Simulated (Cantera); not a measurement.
Feed: 1 mol MgO, 2 mol C, 0.72 mol H2, held at 825 Torr.

Method: chemical equilibrium by Gibbs-energy minimisation in Cantera with the NASA 1993 tables (ideal gas, pure condensed phases). Candidate condensed phases: C, C6H6, C7H8, C8H18, H2O, Mg, MgCO3, MgO, Mg(OH)2; 116 gas species. The tables' values for MgH are old estimates; treat these amounts as uncertain. Kinetics and transport are ignored.

log p: log10 of the partial pressure in bar; n: condensed amount in mol.

```csv
T (°C),log p H2,log p CO,log p Mg,log p CH4,n C(graphite),n MgO(s)
1177,0.04,-3.49,-3.49,…,2.00,1.000
1252,0.04,-2.94,-2.94,…,2.00,0.999
1327,0.04,-2.44,-2.45,…,2.00,0.998
1402,0.03,-1.99,-2.00,…,1.99,0.993
1477,0.02,-1.58,-1.59,…,1.98,0.982
1552,-0.01,-1.20,-1.21,…,1.95,0.954
1627,-0.09,-0.86,-0.86,…,1.88,0.879
1702,-0.28,-0.54,-0.55,…,1.61,0.607
1777,-0.54,-0.39,-0.40,…,0.998,0
1852,-0.54,-0.39,-0.40,…,0.998,0
```

Q: Complete the blanks.

A: 
- 1177, log p CH4: -2.40
- 1252, log p CH4: -2.56
- 1327, log p CH4: -2.71
- 1402, log p CH4: -2.85
- 1477, log p CH4: -3.00
- 1552, log p CH4: -3.17
- 1627, log p CH4: -3.42
- 1702, log p CH4: -3.90
- 1777, log p CH4: -4.51
- 1852, log p CH4: -4.59
